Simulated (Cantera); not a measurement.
A perfectly stirred reactor is fed with C3H8 : O2 : N2 = 1 : 4.17 : 15.7 (molar parts), at 5.23 atm; it is adiabatic with a 525 K inlet, and is followed from long to short residence time, starting on the burning branch (τ in s: 0.025, 0.012, 0.0054, 0.0025, 0.0012, 0.00054, 0.00025, 0.00011, 5.3e-05, 2.5e-05, 1.1e-05).

Cantera simulation using GRI-Mech 3.0 (53 species, 325 reactions); the numbers are that mechanism's predictions, not measurements. GRI-Mech 3.0 was tuned for natural gas; its chemistry of propane as a main component is partial and can be far from experiment.

One state of this run: T (K) = 2222; x C3H8 = 1.78e-5; x O2 = 0.00573; x CH4 = 5.44e-5; x C2H6 = 2.85e-7; x N2O = 2.10e-7; x NO2 = 7.49e-8; x H = 0.00523. x: mole fraction; the columns are a selection and need not sum to one.

Q: Which value of τ (s) does it belong to?
A. 0.00011
B. 0.0054
C. 0.00025
D. 1.1e-5

A: A, 0.00011
